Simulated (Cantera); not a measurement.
Mixture: CH4 : O2 : N2 = 1 : 2.04 : 7.67 (molar parts), equivalence ratio 0.98, at 3.30 bar, adiabatic and at constant pressure. Ignition delay is the time to a rise of 400 K.

Computed with Cantera and GRI-Mech 3.0 (53 species, 325 reactions).

Task: What does this change do: N2 7.67 to 13 parts?

Result: 
```tsv
quantity	before	after
delay at 1048 K	0.134 s	0.215 s
delay at 1123 K	43.8 ms	71.6 ms
delay at 1198 K	15.5 ms	25.8 ms
delay at 1273 K	5.91 ms	9.91 ms
delay at 1348 K	2.40 ms	4.03 ms
delay at 1423 K	1.04 ms	1.72 ms
delay at 1498 K	0.475 ms	0.771 ms
apparent activation energy between 1348 and 1498 K	180 kJ/mol	190 kJ/mol
```
